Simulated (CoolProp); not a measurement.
Values from CoolProp's reference Helmholtz-energy equation of state, Span 2000.

For nitrogen, give the phase and the viscosity (µPa s), Prandtl number at 87.75 °C and 1.01 bar; 135.35 °C and 1.01 bar.


- 87.75 °C and 1.01 bar: gas; viscosity 20.6, Prandtl number 0.710
- 135.35 °C and 1.01 bar: gas; viscosity 22.6, Prandtl number 0.707

Viscosity comes from a separate model (Lemmon 2004). Thermal conductivity comes from a separate model (Lemmon 2004).
